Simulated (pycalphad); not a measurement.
An equivalent pycalphad script:

```python
from pycalphad import Database, equilibrium, calculate, variables as v
import numpy as np
db = Database('COST507.tdb')
comps = ['SI', 'SN', 'VA']
phases = ['BCT_A5', 'DIAMOND_A4', 'LIQUID']
eq = equilibrium(db, comps, phases, {v.X('SN'): 0.0043, v.T: np.arange(1850, 499, -40), v.P: 101325, v.N: 1}, output=['HM', 'SM'])
```

CALPHAD calculation (pycalphad, COST 507 light-alloy database (1999)), 1 atm. These are 1990s assessments: newer ones move some temperatures and phases. Amounts are mole fractions of atoms.

Results at three of the temperatures:

```
T = 1850.00 K, P = 101325 Pa, N = 1 mol of atoms
G = -83982 J/mol, H = 90655 J/mol, S = 94.40 J/(mol K)  (SER reference)
chemical potentials (J/mol): Si -83407, Sn -216997
phase             fraction      x(Si)      x(Sn)
LIQUID              1.0000     0.9957     0.0043
```

```
T = 1490.00 K, P = 101325 Pa, N = 1 mol of atoms
G = -56681 J/mol, H = 30465 J/mol, S = 58.49 J/(mol K)  (SER reference)
chemical potentials (J/mol): Si -56383, Sn -125825
phase             fraction      x(Si)      x(Sn)
DIAMOND_A4          0.9949     1.0000   2.87e-07
LIQUID              0.0051     0.1494     0.8506
```

```
T = 810.00 K, P = 101325 Pa, N = 1 mol of atoms
G = -22032 J/mol, H = 12068 J/mol, S = 42.10 J/(mol K)  (SER reference)
chemical potentials (J/mol): Si -21893, Sn -54226
phase             fraction      x(Si)      x(Sn)
DIAMOND_A4          0.9957     1.0000   4.25e-07
LIQUID              0.0043   0.000384     0.9996
```

Changes of the phase set, refined by bisection:

```json
[
 {"T (°C)": "1411.9", "phases above": "LIQUID", "phases below": "DIAMOND_A4 + LIQUID"}
]
```

DIAMOND_A4 is diamond (Si).
